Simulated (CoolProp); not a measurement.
Saturation properties of CHF3 (R23) (Tc = 299.3 K, pc = 48.32 bar, ω = 0.263).

Model: reference Helmholtz-energy equation of state, Penoncello 2003, in CoolProp.

```tsv
T (K)	p (bar)	enthalpy of vaporisation (kJ/kg)	vapour viscosity (µPa s)
152	0.05256	268.8	7.30
158.8	0.09944	264.0	7.68
165.5	0.1756	259.1	8.06
172.3	0.2966	254.1	8.44
179	0.4754	249.0	8.81
185.7	0.7323	243.7	9.17
192.5	1.096	238.2	9.54
199.2	1.581	232.6	9.91
206	2.230	226.6	10.3
212.7	3.056	220.4	10.6
219.5	4.116	213.7	11.0
226.2	5.414	206.8	11.4
233	7.026	199.2	11.8
239.7	8.945	191.2	12.2
246.5	11.27	182.4	12.6
```

It boils at 191.1 K under 1 atm.

Viscosity comes from a separate model (Shan 2000).
